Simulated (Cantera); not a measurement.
A Cantera script and what it prints.

```python
import numpy as np
import cantera as ct

gas_names = """
    H HO2 H2 H2O H2O2 O OH O2 O3 P PH PH3 PO PO2 P2 P4 P4O10
""".split()
cond_names = """
    H2O(s) H2O(L) P(cr) P(L) P4O10(s)
""".split()


# ... load() reads the species with a 1 bar reference pressure and builds the phases ...
atoms = {
    'PH3': {'P': 1, 'H': 3},
    'O2': {'O': 2},
}
top_T = {'P4O10(s)': 690}  # K; cautious upper limits of use, not melting points


# ... equilibrate(T, P, feed) seeds the gas with the atoms and calls Mixture.equilibrate('TP', solver="vcs", rtol=1e-11, max_steps=5000) ...
results = []
feed = {'PH3': 1, 'O2': 0.043}  # mol
P = 84000  # Pa
for T in [1348, 1548, 1748, 1948, 2148, 2348, 2548, 2748, 2948]:
    mix = equilibrate(T, P, feed)
    results.append((T, P, feed, dict(zip(mix.species_names, mix.species_moles))))

top = {s: max(r[3][s] / sum(r[3][g] for g in gas_names) for r in results) for s in gas_names}
cols = sorted((s for s in top if top[s] > 1e-05), key=lambda s: -top[s])[:5]
seen = [c for c in cond_names if any(r[3].get(c, 0) > 1e-12 for r in results)]
print("log10 of partial pressures in bar; condensed amounts in mol")
print(f"{'T/K':>10s}" + "".join(f"{s[:9]:>10s}" for s in cols + seen))
for T, P, feed, n in results:
    ng = sum(n[g] for g in gas_names)
    print(f"{T:10.4g}" + "".join(f"{np.log10(max(n[s] / ng * P / 1e5, 1e-99)):10.3f}" for s in cols)
          + "".join(f"{n.get(c, 0):10.4g}" for c in seen))
```

Result:

```
log10 of partial pressures in bar; condensed amounts in mol
       T/K        H2        P2         H        P4       H2O
      1348    -0.192    -1.048    -5.732    -1.163    -1.410
      1548    -0.215    -0.760    -4.619    -1.691    -1.446
      1748    -0.222    -0.697    -3.752    -2.408    -1.492
      1948    -0.222    -0.693    -3.058    -3.065    -1.572
      2148    -0.221    -0.700    -2.491    -3.619    -1.694
      2348    -0.223    -0.712    -2.020    -4.085    -1.850
      2548    -0.231    -0.727    -1.625    -4.486    -2.025
      2748    -0.249    -0.749    -1.293    -4.845    -2.212
      2948    -0.284    -0.783    -1.014    -5.185    -2.406
```

Equilibrium computed with Cantera from the NASA thermochemical tables; the gas is ideal and each condensed phase is pure. Gases not in the tables: HPO2, HPO3 and P4O6.
